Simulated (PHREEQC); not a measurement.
1 kg of water meets 20 L of dry gas (CO2 0.29, N2 0.71 by moles) at fixed total pressure, at 40 °C; fugacities by Peng-Robinson. The gases take part in no redox reaction, some water evaporates into the gas, and hydrates or a liquid gas phase aren't modelled. Nothing may precipitate in this run.

Equilibrium calculation in PHREEQC: ion-association model, phreeqc.dat.

### Question
Predict dissolved CO2 (all carbonate carbon) (mol/kgw), φ of CO2, dissolved N2 (mol/kgw), pH at P (atm) = 5, 10, 75, 100, 400.

### Answer
```csv
P (atm),dissolved CO2 (all carbonate carbon) (mol/kgw),φ of CO2,dissolved N2 (mol/kgw),pH
5,0.0325,0.980,0.00196,3.89
10,0.0640,0.961,0.00393,3.75
75,0.354,0.755,0.0275,3.36
100,0.421,0.693,0.0357,3.32
400,0.644,0.390,0.113,3.16
```

Complexes and solids missing from the database can't appear. Away from 25 °C the constants follow the database's enthalpies or fits; those with neither stay at their 25 °C values.
